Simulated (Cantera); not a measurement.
Charge: 1 mol Cu₂O, a varied amount of H₂, 9.6 mol N₂, at 575 °C and 1.20 Torr.

These are equilibrium values from Cantera (NASA tables, ideal gas, pure condensed phases), not measurements of a reactor. Candidate condensed phases: Cu, CuO, Cu(OH)₂, Cu₂O, H₂O; 27 gas species. Equilibrium is a limit: real reactors are often held back by kinetics, nucleation or transport.

x: gas mole fraction; n: condensed amount in mol.

| n(H₂) (mol) | x H₂ | x N₂ | x H₂O | x NH₃ | n Cu(s) |
|---|---|---|---|---|---|
| 20 | 0.642 | 0.324 | 0.0338 | 8.86e-7 | 2.00 |
| 26 | 0.702 | 0.270 | 0.0281 | 9.24e-7 | 2.00 |
| 35 | 0.762 | 0.215 | 0.0224 | 9.34e-7 | 2.00 |
| 47 | 0.813 | 0.170 | 0.0177 | 9.13e-7 | 2.00 |
| 63 | 0.854 | 0.132 | 0.0138 | 8.68e-7 | 2.00 |
| 84 | 0.887 | 0.103 | 0.0107 | 8.09e-7 | 2.00 |
| 110 | 0.911 | 0.0803 | 0.00836 | (withheld) | 2.00 |
| 150 | 0.934 | 0.0602 | 0.00627 | (withheld) | 2.00 |
| 200 | 0.949 | 0.0458 | 0.00477 | (withheld) | 2.00 |
| 270 | 0.962 | 0.0343 | 0.00358 | (withheld) | 2.00 |
| 360 | 0.971 | 0.0260 | 0.00271 | (withheld) | 2.00 |
| 490 | 0.979 | 0.0192 | 0.00200 | (withheld) | 2.00 |
| 650 | 0.984 | 0.0146 | 0.00152 | (withheld) | 2.00 |

Task: Complete the blanks.

Result: 
- 110, x NH₃: 7.45e-7
- 150, x NH₃: 6.69e-7
- 200, x NH₃: 5.99e-7
- 270, x NH₃: 5.29e-7
- 360, x NH₃: 4.67e-7
- 490, x NH₃: 4.06e-7
- 650, x NH₃: 3.56e-7
